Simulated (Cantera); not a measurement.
Feed: 1 mol V2O3, 1800 mol H2, 0.092 mol H2O, equilibrated at 898 K and 1000 Pa.

Method: chemical equilibrium by Gibbs-energy minimisation in Cantera with the NASA 1993 tables (ideal gas, pure condensed phases). Candidate condensed phases: H2O, V, VO, V2O3, V2O4, V2O5; 12 gas species. Condensed phases not in the tables: the oxides between V2O3 and V2O5 other than VO2. Kinetics and transport are ignored.

Base state: H2 1.000, H2O 5.11e-5 (mole fractions); condensed: V2O3(s).

Q: What changes in the equilibrium state with this change: temperature from 898 K to 1625 K?

A: 
| species | before | after |
|---|---|---|
| H2 | 1.000 | 0.999 |
| H | 1.09e-9 | 0.000705 |
| H2O | 5.11e-5 | 0.000606 |
| V2O3(s), mol | 1.00 | 0 |
| VO(s), mol | 0 | 2.00 |
VO: taken at fixed stoichiometry.

Q: What changes in the equilibrium state with this change: temperature from 898 K to 2025 K?

A: 
```tsv
species	before	after
H2	1.000	0.980
H	1.09e-9	0.0191
H2O	5.11e-5	0.000725
VO	<1e-9	0.000284
V	<1e-9	0.000171
VO2	<1e-9	4.51e-5
V2O3(s), mol	1.00	0
VO(s), mol	0	1.09
```
VO: taken at fixed stoichiometry.
